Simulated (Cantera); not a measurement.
A Cantera script and what it prints.

```python
import numpy as np
import cantera as ct

gas_names = [...]  # 95 gases of nasa_gas.yaml made of C, F, H
cond_names = """
    C(gr) C6H6(L) C7H8(L) C8H18(L),n-octa
""".split()


# ... load() reads the species with a 1 bar reference pressure and builds the phases ...
atoms = {
    'c-C4F8': {'C': 4, 'F': 8},
    'CH4': {'C': 1, 'H': 4},
}
top_T = {'C(gr)': 4500}  # K; cautious upper limits of use, not melting points


# ... equilibrate(T, P, feed) seeds the gas with the atoms and calls Mixture.equilibrate('TP', solver="gibbs", rtol=1e-10, max_steps=50000) ...
results = []
feed = {'c-C4F8': 1, 'CH4': 0.12}  # mol
T = 3298.15  # K
P = 38000  # Pa
mix = equilibrate(T, P, feed)
results.append((T, P, feed, dict(zip(mix.species_names, mix.species_moles))))
x = sorted(zip(gas.X, gas.species_names), reverse=True)
print(f"T = {T:g} K  P = {P:g} Pa  gas = {mix.phase_moles(0):.4g} mol")
print("   x: " + "  ".join(f"{s} {v:.3e}" for v, s in x if v > 0.001))
print("   condensed (mol): " + ("  ".join(f"{mix.phase(i).name} {mix.phase_moles(i):.4g}"
      for i in range(1, mix.n_phases) if mix.phase_moles(i) > 1e-12) or "none"))
```

Result:

```
T = 3298.15 K  P = 38000 Pa  gas = 6.717 mol
   x: F 5.842e-01  CF2 2.051e-01  CF 1.181e-01  HF 7.100e-02  C3 1.462e-02  CF3 1.823e-03  C 1.756e-03  C2 1.575e-03
   condensed (mol): C(gr) 1.58
```

Method: chemical equilibrium by Gibbs-energy minimisation in Cantera with the NASA 1993 tables (ideal gas, pure condensed phases). The feed counts by its element totals alone. Gases not in the tables: C2F6 and larger saturated fluorocarbons.
